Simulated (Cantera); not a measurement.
# Carbothermic reduction: TiO2 + CH4 + CO

Input: 1 mol TiO2, 5.7 mol CH4, 0.53 mol CO, held at 13300 Pa.

Cantera equilibrium calculation (NASA polynomials, part measured and part estimated; ideal gas, pure solids and liquids). Candidate condensed phases: C, C6H6, C7H8, C8H18, H2O, Ti, TiC, TiO, TiO2, Ti2O3, Ti3O5, Ti4O7; 113 gas species. TiC: taken at fixed stoichiometry. Condensed phases not in the tables: Magnéli phases beyond Ti4O7. The numbers say what is thermodynamically allowed, not how fast it happens.

At 1025 K the condensed part is C(graphite) + TiO2(rutile). At 1225 K the condensed part is C(graphite) + Ti3O5(s). From 1425 K to 2425 K the condensed part is C(graphite) + TiC(s).

```json
[
 {"T (K)": "1025", "x H2": "0.946", "x CO": "0.0433", "x H": "1.16e-8", "x CH4": "0.00878", "x C2H2 (acetylene)": "2.09e-9", "x H2O": "0.00145", "n C(graphite)": "5.61", "n TiO2(rutile)": "1.00", "n Ti3O5(s)": "0", "n TiC(s)": "0"},
 {"T (K)": "1225", "x H2": "0.928", "x CO": "0.0703", "x H": "8.22e-7", "x CH4": "0.00151", "x C2H2 (acetylene)": "1.51e-7", "x H2O": "0.000171", "n C(graphite)": "5.35", "n TiO2(rutile)": "0", "n Ti3O5(s)": "0.333", "n TiC(s)": "0"},
 {"T (K)": "1425", "x H2": "0.818", "x CO": "0.182", "x H": "1.69e-5", "x CH4": "0.000336", "x C2H2 (acetylene)": "2.88e-6", "x H2O": "6.02e-5", "n C(graphite)": "2.70", "n TiO2(rutile)": "0", "n Ti3O5(s)": "0", "n TiC(s)": "1.00"},
 {"T (K)": "1625", "x H2": "0.818", "x CO": "0.182", "x H": "0.000175", "x CH4": "0.000131", "x C2H2 (acetylene)": "2.91e-5", "x H2O": "1.48e-5", "n C(graphite)": "2.70", "n TiO2(rutile)": "0", "n Ti3O5(s)": "0", "n TiC(s)": "1.00"},
 {"T (K)": "1825", "x H2": "0.817", "x CO": "0.182", "x H": "0.00109", "x CH4": "6.31e-5", "x C2H2 (acetylene)": "0.000175", "x H2O": "4.99e-6", "n C(graphite)": "2.69", "n TiO2(rutile)": "0", "n Ti3O5(s)": "0", "n TiC(s)": "1.00"},
 {"T (K)": "2025", "x H2": "0.813", "x CO": "0.181", "x H": "0.00475", "x CH4": "3.51e-5", "x C2H2 (acetylene)": "0.000736", "x H2O": "2.09e-6", "n C(graphite)": "2.68", "n TiO2(rutile)": "0", "n Ti3O5(s)": "0", "n TiC(s)": "1.00"},
 {"T (K)": "2225", "x H2": "0.802", "x CO": "0.180", "x H": "0.0159", "x CH4": "2.14e-5", "x C2H2 (acetylene)": "0.00235", "x H2O": "1.01e-6", "n C(graphite)": "2.63", "n TiO2(rutile)": "0", "n Ti3O5(s)": "0", "n TiC(s)": "1.000"},
 {"T (K)": "2425", "x H2": "0.773", "x CO": "0.178", "x H": "0.0431", "x CH4": "1.36e-5", "x C2H2 (acetylene)": "0.00604", "x H2O": "5.39e-7", "n C(graphite)": "2.53", "n TiO2(rutile)": "0", "n Ti3O5(s)": "0", "n TiC(s)": "1.000"}
]
```
x: gas mole fraction; n: condensed amount in mol.
